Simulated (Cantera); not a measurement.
Charge: 1 mol MgCO₃, 0.17 mol H₂, 5.1 mol CO₂, equilibrated at 1925 K and 1.00 mbar.

Method: chemical equilibrium by Gibbs-energy minimisation in Cantera with the NASA 1993 tables (ideal gas, pure condensed phases). Candidate condensed phases: C, C₆H₆, C₇H₈, C₈H₁₈, H₂O, Mg, MgCO₃, MgO, Mg(OH)₂; 116 gas species. Kinetics and transport are ignored.

Base state: CO₂ 0.837, CO 0.0979, O₂ 0.0348, H₂O 0.0238, OH 0.00245, O 0.00217, H 0.000769, H₂ 0.000646 (mole fractions); condensed: MgO(s).

Problem. What changes in the equilibrium state with this change: temperature from 1925 K to 848.15 K?

Solution. 
```json
[
 {"species": "CO₂", "before": "0.837", "after": "0.948"},
 {"species": "CO", "before": "0.0979", "after": "0.0251"},
 {"species": "H₂O", "before": "0.0238", "after": "0.0251"},
 {"species": "O₂", "before": "0.0348", "after": "<1e-9"},
 {"species": "Mg", "before": "0.000135", "after": "<1e-9"},
 {"species": "OH", "before": "0.00245", "after": "<1e-9"},
 {"species": "O", "before": "0.00217", "after": "<1e-9"},
 {"species": "H", "before": "0.000769", "after": "<1e-9"},
 {"species": "H₂", "before": "0.000646", "after": "0.00205"},
 {"species": "MgO(s), mol", "before": "0.999", "after": "1.00"}
]
```
